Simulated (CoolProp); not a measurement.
Properties of ethane at several states.

Computed with CoolProp (reference Helmholtz-energy equation of state, Bücker 2006).

```tsv
T (K)	p (bar)	phase	cp (kJ/(kg K))	Prandtl number	fugacity coefficient
325.4	5.19	gas	1.908	0.784	0.9707
366.7	2.09	gas	2.047	0.755	0.9919
615.9	2.22	gas	3.025	0.692	0.9990
298.2	0.411	gas	1.750	0.781	0.9969
484.3	0.429	gas	2.530	0.716	0.9994
```

Viscosity comes from a separate model (Friend 1991). Thermal conductivity comes from a separate model (Friend 1991).
